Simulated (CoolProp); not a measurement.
The numbers come from the reference Helmholtz-energy equation of state, Lemmon 2006 in CoolProp. It is a short technical equation, of lower accuracy than the large ones.

Q: For CH3F (R41), give the phase and the density (kg/m³), cp (kJ/(kg K)), Joule-Thomson coefficient (K/MPa), isothermal compressibility (1/MPa) at 171 K and 1.01 bar; 205.1 K and 1.01 bar.

A: 
- 171 K and 1.01 bar: liquid; density 929, cp 2.06, Joule-Thomson coefficient -0.336, isothermal compressibility 0.00112
- 205.1 K and 1.01 bar: gas; density 2.09, cp 1.15, Joule-Thomson coefficient 63.8, isothermal compressibility 10.3
